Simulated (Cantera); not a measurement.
An isothermal, constant-pressure homogeneous reactor starts with H2 : O2 = 0.1 : 1 (molar parts), equivalence ratio 0.050, at 1275 K and 280 Pa.

Computed with Cantera and GRI-Mech 3.0 (53 species, 325 reactions). Radical loss at walls, strong at low pressure, is not modelled. The temperature is held fixed by assumption; the heat of reaction is taken as removed at once.

x: mole fraction; the columns are a selection and need not sum to one.

```tsv
t (s)	x H2	x O2	x OH	x H	x O
2.00e-6	0.0909	0.909	<1e-12	1.20e-10	<1e-12
7.87e-6	0.0909	0.909	1.15e-11	4.65e-10	1.16e-11
3.10e-5	0.0909	0.909	1.64e-10	1.72e-9	1.69e-10
0.000122	0.0909	0.909	(withheld)	5.77e-9	2.18e-9
0.000479	0.0909	0.909	(withheld)	2.56e-8	2.65e-8
0.00189	0.0909	0.909	(withheld)	1.30e-6	1.78e-6
0.00742	0.00725	0.848	(withheld)	0.0227	0.0444
0.0292	0.00239	0.843	0.00696	0.0187	0.0534
0.115	0.00215	0.850	0.00664	0.0156	0.0469
0.452	0.00141	0.871	(withheld)	0.00770	0.0290
1.78	0.000357	0.896	(withheld)	0.000915	0.00696
7.00	3.37e-5	0.904	(withheld)	2.60e-5	0.000647
```

Task: Some entries are withheld; supply them.

Result: 
- 0.000122, x OH: 1.97e-9
- 0.000479, x OH: 2.02e-8
- 0.00189, x OH: 1.25e-6
- 0.00742, x OH: 0.00969
- 0.452, x OH: 0.00544
- 1.78, x OH: 0.00277
- 7.00, x OH: 0.000855
